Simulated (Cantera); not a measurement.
# Gas-phase reforming

A perfectly stirred reactor is fed with 71.9 % CH₄, 28.1 % H₂O, at 21.0 bar; it is held at 1475 K, and followed from long to short residence time.

Computed with Cantera and GRI-Mech 3.0 (53 species, 325 reactions). GRI-Mech 3.0 stops at C3 and has no aromatics, soot or wall deposition, so with more carbon than oxygen in the feed, carbon stays in small species such as C2H2 where larger ones or solid carbon would form. The pressure lies above the range GRI-Mech 3.0 was tuned for (to about 10 atm).

```json
[
 {"τ (s)": "0.48", "x CH₄": "0.458", "x H₂O": "0.232", "x C₂H₄": "0.0487", "x CO": "0.00822", "x H₂O₂": "<1e-12"},
 {"τ (s)": "0.28", "x CH₄": "0.466", "x H₂O": "0.239", "x C₂H₄": "0.0481", "x CO": "0.00510", "x H₂O₂": "<1e-12"},
 {"τ (s)": "0.16", "x CH₄": "0.483", "x H₂O": "0.245", "x C₂H₄": "0.0450", "x CO": "0.00295", "x H₂O₂": "<1e-12"},
 {"τ (s)": "0.090", "x CH₄": "0.513", "x H₂O": "0.251", "x C₂H₄": "0.0383", "x CO": "0.00157", "x H₂O₂": "<1e-12"},
 {"τ (s)": "0.051", "x CH₄": "0.556", "x H₂O": "0.258", "x C₂H₄": "0.0286", "x CO": "0.000772", "x H₂O₂": "<1e-12"},
 {"τ (s)": "0.029", "x CH₄": "0.604", "x H₂O": "0.265", "x C₂H₄": "0.0193", "x CO": "0.000364", "x H₂O₂": "<1e-12"},
 {"τ (s)": "0.017", "x CH₄": "0.642", "x H₂O": "0.270", "x C₂H₄": "0.0131", "x CO": "0.000174", "x H₂O₂": "<1e-12"},
 {"τ (s)": "0.0095", "x CH₄": "0.673", "x H₂O": "0.275", "x C₂H₄": "0.00869", "x CO": "7.62e-5", "x H₂O₂": "<1e-12"},
 {"τ (s)": "0.0054", "x CH₄": "0.692", "x H₂O": "0.278", "x C₂H₄": "0.00559", "x CO": "3.37e-5", "x H₂O₂": "<1e-12"},
 {"τ (s)": "0.0031", "x CH₄": "0.704", "x H₂O": "0.279", "x C₂H₄": "0.00324", "x CO": "1.47e-5", "x H₂O₂": "<1e-12"},
 {"τ (s)": "0.0018", "x CH₄": "0.711", "x H₂O": "0.280", "x C₂H₄": "0.00166", "x CO": "5.99e-6", "x H₂O₂": "<1e-12"}
]
```
x: mole fraction; the columns are a selection and need not sum to one.
